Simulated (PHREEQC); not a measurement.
# Copper plating or etch bath

Dissolve 0.029 mol/kgw CuCl2, 0.0011 mol/kgw H2SO4 and 4.4e-05 mol/kgw Na2SO4 at 25 °C. Closed to the air; pH follows from the charge balance.

Computed with PHREEQC (ion-association model, wateq4f.dat).

Precipitation was switched off in this run.

**Question.** Predict the pH, ionic strength.

**Answer.** pH 2.75; ionic strength 0.0848 mol/kgw.

**Question.** In which forms is Cu present?

**Answer.** Cu+2 92 %, CuCl+ 5.8 %, CuSO4 1.8 % of the Cu.
